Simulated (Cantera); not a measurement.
Mixture: CH4 : C2H6 : O2 : N2 = 1 : 0.075 : 2.38 : 8.95 (molar parts), equivalence ratio 0.95, at 1.00 bar, adiabatic and at constant volume. Ignition delay is the time to a rise of 400 K.

Cantera simulation using GRI-Mech 3.0 (53 species, 325 reactions); the numbers are that mechanism's predictions, not measurements.

Predict: delay at 1075 K; delay at 1275 K; delay at 1475 K; delay at 1675 K; apparent activation energy between 1575 and 1775 K.


* **delay at 1075 K**: 38.2 ms
* **delay at 1275 K**: 3.22 ms
* **delay at 1475 K**: 0.382 ms
* **delay at 1675 K**: 73.9 µs
* **apparent activation energy between 1575 and 1775 K**: 160 kJ/mol
